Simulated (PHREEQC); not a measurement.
Solution (25 °C): 0.25 mol NaHSO4, 0.0048 mol K2HPO4 and 0.00024 mol NaCl per kg of water. Closed to the air; pH follows from the charge balance.

All values are PHREEQC results (ion-association model, phreeqc.dat), not measurements.

| Property | Result |
|---|---|
| pH | 1.17 |
| ionic strength | 0.403 mol/kgw |
| activity of water | 0.990 |
| specific conductance | 43800 µS/cm |
| density | 1.020 g/cm³ |
| total alkalinity | -245 meq/kg |

| species | molality | activity | log γ |
|---|---|---|---|
| Na+ | 0.230 | 0.166 | -0.142 |
| HSO4- | 0.153 | 0.112 | -0.136 |
| H+ | 0.0879 | 0.0678 | -0.113 |
| SO4-2 | 0.0758 | 0.0170 | -0.650 |
| NaSO4- | 0.0200 | 0.0141 | -0.152 |
| K+ | 0.00864 | 0.00569 | -0.181 |
| H3PO4 | 0.00415 | 0.00456 | 0.040 |
| KSO4- | 0.000964 | 0.000679 | -0.152 |
| H2PO4- | 0.000648 | 0.000456 | -0.152 |
| Cl- | 0.000240 | 0.000160 | -0.177 |
| HPO4-2 | 1.80e-9 | 4.18e-10 | -0.634 |

No solid was allowed to form. Complexes and solids missing from the database can't appear.
